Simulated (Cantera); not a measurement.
**Thermal oxidation and active oxidation of silicon: Si + N2O + N2**

Feed: 1 mol Si, 0.13 mol N2O, 3.8 mol N2, at 3.50 Pa.

Equilibrium computed with Cantera from the NASA thermochemical tables; the gas is ideal and each condensed phase is pure. Candidate condensed phases: Si, SiO2, Si2N2O, Si3N4; 16 gas species. Mutual solubility and eutectic melting of coexisting phases are not modelled. Rates play no part.

```csv
T (K),x N2,x SiO,x Si,x Si2N,x SiN,n Si2N2O(s),n Si3N4(s),n Si(s)
998,1.00,1.69e-12,<1e-12,<1e-12,<1e-12,0.130,0.247,0
1048,1.00,4.93e-11,<1e-12,<1e-12,<1e-12,0.130,0.247,0
1098,1.00,1.05e-9,<1e-12,<1e-12,<1e-12,0.130,0.247,0
1148,1.00,1.71e-8,1.48e-11,<1e-12,<1e-12,0.130,0.247,0
1198,1.00,2.19e-7,3.08e-10,<1e-12,1.17e-11,0.130,0.247,0
1248,1.000,2.29e-6,5.02e-9,3.25e-12,1.39e-10,0.130,0.247,0
1298,1.000,1.98e-5,6.58e-8,8.65e-11,1.35e-9,0.130,0.247,0
1348,1.000,0.000146,7.11e-7,1.80e-9,1.11e-8,0.130,0.247,0
1398,0.999,0.000928,6.47e-6,3.00e-8,7.84e-8,0.127,0.248,0
1448,0.995,0.00519,5.06e-5,4.11e-7,4.83e-7,0.113,0.252,0
1498,0.968,0.0317,0.000287,3.24e-6,2.16e-6,0.00142,0,0.867
1548,0.967,0.0320,0.000908,8.83e-6,5.57e-6,0,0,0.866
```
x: gas mole fraction; n: condensed amount in mol.

From 998 K to 1448 K the condensed part is Si2N2O(s) + Si3N4(s). At 1498 K the condensed part is Si(s) + Si2N2O(s). At 1548 K the condensed part is Si(s).
